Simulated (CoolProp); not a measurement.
The fluoroketone C6F12O (FK-5-1-12) along the isotherm 461.8 K: density (kg/m³) from the reference equation and from simpler models built on Tc = 441.8 K, pc = 1.869 MPa, ω = 0.471; each cubic takes its own stable root.

Computed with CoolProp (reference Helmholtz-energy equation of state, McLinden 2015).

```tsv
p (MPa)	phase	reference
0.935	gas	91.87
1.87	supercritical	249.7
2.8	supercritical	722.9
3.74	supercritical	913.9
4.67	supercritical	989.8
5.61	supercritical	1039
6.54	supercritical	1075
7.48	supercritical	1105
8.41	supercritical	1129
9.35	supercritical	1151
```

Problem. How far does each simpler model (ideal gas, van der Waals, Redlich-Kwong, Soave-Redlich-Kwong, Peng-Robinson) lie from the reference over these 10 states: mean and median of the absolute difference, and the worst?

Solution. 
- ideal gas: mean 47.2 %, median 47.1 %, worst -68.1 % at 461.8 K and 2.8 MPa
- van der Waals: mean 18.8 %, median 24.5 %, worst -24.8 % at 461.8 K and 7.48 MPa
- Redlich-Kwong: mean 6.4 %, median 6.6 %, worst -10.4 % at 461.8 K and 3.74 MPa
- Soave-Redlich-Kwong: mean 9.4 %, median 9.4 %, worst -17.2 % at 461.8 K and 2.8 MPa
- Peng-Robinson: mean 3.4 %, median 2.2 %, worst -10.8 % at 461.8 K and 2.8 MPa
